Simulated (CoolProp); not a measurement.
Vapour-liquid equilibrium of fluoroethane (R161) (1) + R134a (2) at 788 kPa; x and y are mole fractions of (1).

The numbers come from the multi-fluid Helmholtz-energy mixture model, Wu 2012 and Tillner-Roth 1994; pair parameters Bell 2016 in CoolProp.

```json
[
 {"x": "0.05", "bubble temperature, mixture model (°C)": "30.4", "bubble temperature, Raoult's law (°C)": "30.2", "y, mixture model": "0.059", "y, Raoult's law": "0.067"},
 {"x": "0.125", "bubble temperature, mixture model (°C)": "…", "bubble temperature, Raoult's law (°C)": "29.2", "y, mixture model": "0.147", "y, Raoult's law": "0.164"},
 {"x": "0.2", "bubble temperature, mixture model (°C)": "29.0", "bubble temperature, Raoult's law (°C)": "28.3", "y, mixture model": "0.235", "y, Raoult's law": "0.256"},
 {"x": "0.275", "bubble temperature, mixture model (°C)": "28.3", "bubble temperature, Raoult's law (°C)": "27.3", "y, mixture model": "0.320", "y, Raoult's law": "0.344"},
 {"x": "0.35", "bubble temperature, mixture model (°C)": "27.5", "bubble temperature, Raoult's law (°C)": "26.4", "y, mixture model": "0.404", "y, Raoult's law": "0.427"},
 {"x": "0.425", "bubble temperature, mixture model (°C)": "26.7", "bubble temperature, Raoult's law (°C)": "25.6", "y, mixture model": "…", "y, Raoult's law": "0.506"},
 {"x": "0.5", "bubble temperature, mixture model (°C)": "…", "bubble temperature, Raoult's law (°C)": "24.7", "y, mixture model": "0.565", "y, Raoult's law": "0.582"},
 {"x": "0.575", "bubble temperature, mixture model (°C)": "24.9", "bubble temperature, Raoult's law (°C)": "23.8", "y, mixture model": "0.641", "y, Raoult's law": "0.653"},
 {"x": "0.65", "bubble temperature, mixture model (°C)": "23.9", "bubble temperature, Raoult's law (°C)": "23.0", "y, mixture model": "0.714", "y, Raoult's law": "0.722"},
 {"x": "0.725", "bubble temperature, mixture model (°C)": "23.0", "bubble temperature, Raoult's law (°C)": "22.2", "y, mixture model": "…", "y, Raoult's law": "0.787"},
 {"x": "0.8", "bubble temperature, mixture model (°C)": "22.0", "bubble temperature, Raoult's law (°C)": "21.4", "y, mixture model": "0.848", "y, Raoult's law": "0.849"},
 {"x": "0.875", "bubble temperature, mixture model (°C)": "21.0", "bubble temperature, Raoult's law (°C)": "20.6", "y, mixture model": "0.909", "y, Raoult's law": "0.908"},
 {"x": "0.95", "bubble temperature, mixture model (°C)": "…", "bubble temperature, Raoult's law (°C)": "19.8", "y, mixture model": "0.965", "y, Raoult's law": "0.964"}
]
```

### Question
Complete the blanks.

### Answer

- 0.125, bubble temperature, mixture model (°C): 29.7
- 0.425, y, mixture model: 0.486
- 0.5, bubble temperature, mixture model (°C): 25.8
- 0.725, y, mixture model: 0.783
- 0.95, bubble temperature, mixture model (°C): 20.0

The largest gap from Raoult's law is +1.1 K in bubble temperature, at x = 0.5. No azeotrope shows between x = 0.05 and 0.95.

The pair parameters rest on a limited set of measurements; away from them the model extrapolates.
